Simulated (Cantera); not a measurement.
A Cantera script and its output.

```python
import numpy as np
import cantera as ct

gas = ct.Solution("SiF4_NH3_mec.yaml", "gas")
gas.TPX = 1623, 100000, {'NH3': 1, 'N2': 0.68}
reactor = ct.IdealGasConstPressureReactor(gas, energy="off", clone=False)
net = ct.ReactorNet([reactor])
net.rtol, net.atol = 1e-08, 1e-18
show = ['NH3', 'H2', 'NH2', 'N2H2', 'N', 'NH']
times = np.geomspace(1e-06, 10, 9)

steps = ct.SolutionArray(gas, extra=["t"])
rows = []
print(f"{'t/s':>10s}{'T/K':>9s}{'P/Pa':>11s}" + "".join(f"{s:>11s}" for s in show))
for t in times:
    while net.time < t:
        t_next = net.step()
        steps.append(gas.state, t=t_next)
    rows.append([np.interp(t, steps.t, y) for y in (steps.T, steps.P, *steps(*show).X.T)])
    print(f"{t:10.3e}{rows[-1][0]:9.1f}{rows[-1][1]:11.4g}" + "".join(f"{x:11.3e}" for x in rows[-1][2:]))
rate = np.gradient(steps.T, steps.t)
print("integrator steps:", len(steps.t))
if steps.T.max() > steps.T[0] + 200:
    print(f"time of steepest temperature rise: {steps.t[rate.argmax()]:.4e} s")
gas.TPX = 1623, 100000, {'NH3': 1, 'N2': 0.68}
gas.equilibrate("TP")
print(f"equilibrium (TP): T = {gas.T:.1f} K  " + "  ".join(f"{s} {gas[s].X[0]:.3e}" for s in show))
```

It prints:

```
       t/s      T/K       P/Pa        NH3         H2        NH2       N2H2          N         NH
 1.000e-06   1623.0      1e+05  5.952e-01  3.209e-08  7.108e-08  5.657e-15  5.692e-20  3.856e-14
 7.499e-06   1623.0      1e+05  5.952e-01  2.854e-07  5.778e-07  2.626e-12  4.193e-17  3.571e-12
 5.623e-05   1623.0      1e+05  5.952e-01  2.188e-06  4.374e-06  5.409e-10  3.834e-14  4.689e-10
 4.217e-04   1623.0      1e+05  5.952e-01  1.788e-05  3.215e-05  4.348e-08  1.044e-11  3.514e-08
 3.162e-03   1623.0      1e+05  5.948e-01  3.341e-04  9.952e-05  4.709e-07  1.379e-10  2.381e-07
 2.371e-02   1623.0      1e+05  5.916e-01  3.324e-03  9.912e-05  4.739e-07  8.175e-10  2.588e-07
 1.778e-01   1623.0      1e+05  5.687e-01  2.485e-02  9.322e-05  4.382e-07  4.454e-09  3.214e-07
 1.334e+00   1623.0      1e+05  4.388e-01  1.471e-01  7.343e-05  2.662e-07  8.859e-09  3.323e-07
 1.000e+01   1623.0      1e+05  1.511e-01  4.176e-01  2.944e-05  3.787e-08  5.805e-09  1.650e-07
integrator steps: 1030
equilibrium (TP): T = 1623.0 K  NH3 1.207e-05  H2 5.596e-01  NH2 2.713e-09  N2H2 3.992e-14  N 7.364e-13  NH 1.774e-11
```

Model: the gas-phase N/H chemistry of the illustrative SiF4/NH3 mechanism in the Surface Chemkin manual (1991), integrated in Cantera. Walls and surfaces, which speed up NH3 decomposition in real reactors, are not modelled.
